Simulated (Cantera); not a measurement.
A closed system holds: 1 mol SiC, 0.045 mol O₂, 170 mol H₂, held at 2.40 Pa.

Cantera equilibrium calculation (NASA polynomials, part measured and part estimated; ideal gas, pure solids and liquids). Candidate condensed phases: C, C₆H₆, C₇H₈, C₈H₁₈, H₂O, Si, SiC, SiO₂; 123 gas species. Kinetics and transport are ignored.

x: gas mole fraction; n: condensed amount in mol.

```csv
T (°C),x H₂,x H,x Si,x CO,x SiO,x C₂H₂ (acetylene),x SiC₂,n SiC(s),n C(graphite)
875,0.999,1.46e-5,?,0.000265,0.000265,1.05e-11,<1e-12,0.955,0
925,0.999,3.88e-5,?,0.000265,0.000265,3.94e-11,<1e-12,0.955,0
975,0.999,9.53e-5,?,0.000265,0.000265,1.33e-10,<1e-12,0.955,0
1025,0.999,0.000219,?,0.000265,0.000264,4.10e-10,<1e-12,0.955,0
1075,0.999,0.000472,?,0.000265,0.000264,1.16e-9,<1e-12,0.955,0
1125,0.999,0.000965,?,0.000267,0.000262,3.08e-9,3.74e-12,0.955,0
1175,0.998,0.00188,?,0.000273,0.000255,7.94e-9,3.24e-11,0.953,0
1225,0.996,0.00350,?,0.000295,0.000233,2.16e-8,2.58e-10,0.950,0
1275,0.993,0.00626,?,0.000350,0.000178,7.30e-8,2.06e-9,0.940,0
1325,0.988,0.0108,?,0.000437,8.93e-5,3.75e-7,1.85e-8,0.925,0
1375,0.981,0.0180,?,0.000502,2.26e-5,3.35e-6,2.02e-7,0.912,0
1425,0.970,0.0291,?,0.000517,4.30e-6,3.41e-5,2.17e-6,0.898,0
1475,0.953,0.0455,?,0.000514,2.45e-6,0.000108,1.22e-5,0.794,0.0734
1525,0.927,0.0692,?,0.000506,2.80e-6,0.000160,4.42e-5,0.435,0.398
```

Question: Complete the blanks.

Answer: 
- 875, x Si: 5.48e-10
- 925, x Si: 4.47e-9
- 975, x Si: 3.08e-8
- 1025, x Si: 1.83e-7
- 1075, x Si: 9.49e-7
- 1125, x Si: 4.35e-6
- 1175, x Si: 1.76e-5
- 1225, x Si: 6.09e-5
- 1275, x Si: 0.000169
- 1325, x Si: 0.000343
- 1375, x Si: 0.000479
- 1425, x Si: 0.000575
- 1475, x Si: 0.00114
- 1525, x Si: 0.00307
